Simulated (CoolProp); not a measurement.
The numbers come from the reference Helmholtz-energy equation of state, Colonna 2008 in CoolProp. It is a short technical equation, of lower accuracy than the large ones.

Give the vapour pressure (MPa), liquid density (kg/m³), vapour density (kg/m³), enthalpy of vaporisation (kJ/kg) of saturated dodecamethylcyclohexasiloxane (D6) at 460.8, 498.1 K.


```json
[
 {"T (K)": "460.8", "p (MPa)": "0.0231", "liquid density (kg/m³)": "782", "vapour density (kg/m³)": "2.77", "enthalpy of vaporisation (kJ/kg)": "115"},
 {"T (K)": "498.1", "p (MPa)": "0.0635", "liquid density (kg/m³)": "733", "vapour density (kg/m³)": "7.31", "enthalpy of vaporisation (kJ/kg)": "105"}
]
```
